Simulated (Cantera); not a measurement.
Charge: 1 mol n-butane, 0.03 mol O2, 35 mol N2, held at 2550 K and 1.40 bar.

Equilibrium computed with Cantera from the NASA thermochemical tables; the gas is ideal and each condensed phase is pure. Candidate condensed phases: C, C6H6, C7H8, C8H18, H2O; 136 gas species. Rates play no part.

Base state: N2 0.856, H2 0.105, HCN 0.0240, H 0.00855, HNC 0.00297, CO 0.00149, C2H2 (acetylene) 0.00140, CN 0.000121 (mole fractions); condensed: C(graphite).

Task: What changes in the equilibrium state with this change: temperature from 2550 K to 725 K?

Result: 
| species | before | after |
|---|---|---|
| N2 | 0.856 | 0.902 |
| H2 | 0.105 | 0.0655 |
| CH4 | 2.14e-6 | 0.0308 |
| HCN | 0.0240 | 2.84e-9 |
| H | 0.00855 | <1e-9 |
| HNC | 0.00297 | <1e-9 |
| C2H2 (acetylene) | 0.00140 | <1e-9 |
| H2O | 4.72e-9 | 0.00144 |
| C(graphite), mol | 2.73 | 2.80 |

Task: What changes in the equilibrium state with this change: O2 from 0.03 to 0.11 mol?

Result: 
```tsv
species	before	after
N2	0.856	0.853
H2	0.105	0.105
HCN	0.0240	0.0239
CO	0.00149	0.00545
C2H2 (acetylene)	0.00140	0.00139
HNC	0.00297	0.00296
C(graphite), mol	2.73	2.57
```
